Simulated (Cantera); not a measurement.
Input: 1 mol Al, 200 mol NH3, 1.3 mol H2, at 0.00660 bar.

These are equilibrium values from Cantera (NASA tables, ideal gas, pure condensed phases), not measurements of a reactor. Candidate condensed phases: Al, AlN; 13 gas species. Equilibrium is a limit: real reactors are often held back by kinetics, nucleation or transport.

**Question.** At 1400 K, list the 3 most abundant gas species with their mole fractions, and the condensed phases.

**Answer.** H2 0.752, N2 0.248, H 5.19e-5. Condensed: AlN(s).
